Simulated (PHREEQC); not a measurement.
Dissolve 0.00096 mol H3AsO4 and 0.012 mol HCl per kg of water at 25 °C. Closed to the air; pH follows from the charge balance.

Computed with PHREEQC (ion-association model, wateq4f.dat).

Each row changes one thing in this solution. This is a speciation only: nothing precipitates in the calculation.

```csv
case,pH,H3AsO4 (mol/kgw),H2AsO4- (mol/kgw),HAsO4-2 (mol/kgw)
as made,1.95,0.000638,0.000322,2.80e-9
HCl replaced by MnCl2 at the same molality,3.13,0.000105,0.000855,1.34e-7
0.0062 mol/kgw HBr added,…,…,0.000249,1.56e-9
diluted 2-fold with water,2.24,0.000247,0.000233,3.58e-9
H3AsO4 from 0.00096 to 0.000864 mol/kgw,1.95,0.000574,0.000290,2.53e-9
HCl from 0.012 to 0.018 mol/kgw,1.79,0.000710,0.000250,…
```

Task: Complete the blanks.

Result: 
- 0.0062 mol/kgw HBr added, pH: 1.78
- 0.0062 mol/kgw HBr added, H3AsO4 (mol/kgw): 0.000711
- HCl from 0.012 to 0.018 mol/kgw, HAsO4-2 (mol/kgw): 1.59e-9

The database has no arsenate complexes of Mn.
